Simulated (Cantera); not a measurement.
Charge: 1 mol Fe2O3, 83 mol HCl, 3.2 mol O2, equilibrated at 1673 K and 11.0 Pa.

Equilibrium computed with Cantera from the NASA thermochemical tables; the gas is ideal and each condensed phase is pure. Candidate condensed phases: Fe, FeCl2, FeCl3, FeO, Fe(OH)2, Fe(OH)3, Fe2O3, Fe3O4, H2O; 22 gas species. Rates play no part.

Base state: HCl 0.731, Cl 0.145, H2O 0.0923, FeCl2 0.0222, O2 0.00532, H2 0.00182, OH 0.00113, H 0.000463 (mole fractions); condensed: gas only.

Question: What changes in the equilibrium state with this change: pressure from 11.0 Pa to 4.10 mbar?

Answer: 
```csv
species,before,after
HCl,0.731,0.791
Cl,0.145,0.0962
H2O,0.0923,0.0716
O2,0.00532,0.0168
FeCl2,0.0222,0.0225
FeCl3,2.89e-6,7.22e-5
H,0.000463,2.03e-5
```
